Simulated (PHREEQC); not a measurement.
1 kg of water holding 0.35 mol KOH meets 20 L of dry gas (CO2 0.5, CH4 0.5 by moles) at fixed total pressure, at 25 °C; fugacities by Peng-Robinson. The gases take part in no redox reaction, some water evaporates into the gas, and hydrates or a liquid gas phase aren't modelled. No solid was allowed to form.

Equilibrium calculation in PHREEQC: ion-association model, phreeqc.dat.

```csv
P (atm),dissolved CO2 (all carbonate carbon) (mol/kgw),φ of CO2,p of CO2 (atm),dissolved CH4 (mol/kgw),φ of CH4
1,0.348,0.995,0.127,0.00122,0.998
2,0.371,0.989,0.700,0.00184,0.996
3,0.387,0.984,1.21,0.00253,0.994
5,0.417,0.973,2.21,0.00395,0.989
7.5,0.453,0.960,3.45,0.00571,0.984
10,0.488,0.947,4.68,0.00744,0.979
15,0.555,0.921,7.16,0.0108,0.969
20,0.616,0.896,9.63,0.0141,0.960
30,0.728,0.846,14.6,0.0203,0.941
40,0.822,0.798,19.6,0.0261,0.924
```

Species that the database lacks are ignored.
